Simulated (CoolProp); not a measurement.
Properties of R507A along the isotherm -68.15 °C.

Values from CoolProp's reference Helmholtz-energy equation of state, Lemmon 2003. It is a pseudo-pure fit of the blend.

```tsv
p (MPa)	phase	density (kg/m³)	isothermal compressibility (1/MPa)	conductivity (mW/(m K))	Prandtl number
0.123	liquid	1382	[?]	103	5.66
0.247	liquid	1382	0.001634	103	5.66
0.37	liquid	1383	0.001630	103	5.67
0.494	liquid	1383	0.001627	103	5.67
0.617	liquid	1383	0.001623	103	5.67
0.741	liquid	1384	0.001619	103	5.68
0.864	liquid	1384	0.001616	103	5.68
0.988	liquid	1384	[?]	103	5.69
1.11	liquid	1384	0.001609	103	5.69
1.23	liquid	1385	[?]	103	5.69
1.36	liquid	1385	0.001602	103	5.70
1.48	liquid	1385	[?]	103	5.70
1.61	liquid	1386	0.001594	103	5.70
1.73	liquid	1386	0.001591	103	5.71
1.85	liquid	1386	[?]	103	5.71
```

Task: What belongs in the gaps?

Result: 
- 0.123, isothermal compressibility (1/MPa): 0.001638
- 0.988, isothermal compressibility (1/MPa): 0.001612
- 1.23, isothermal compressibility (1/MPa): 0.001605
- 1.48, isothermal compressibility (1/MPa): 0.001598
- 1.85, isothermal compressibility (1/MPa): 0.001588

Viscosity comes from a separate model (Geller 2000). Thermal conductivity comes from a separate model (Geller 2001).
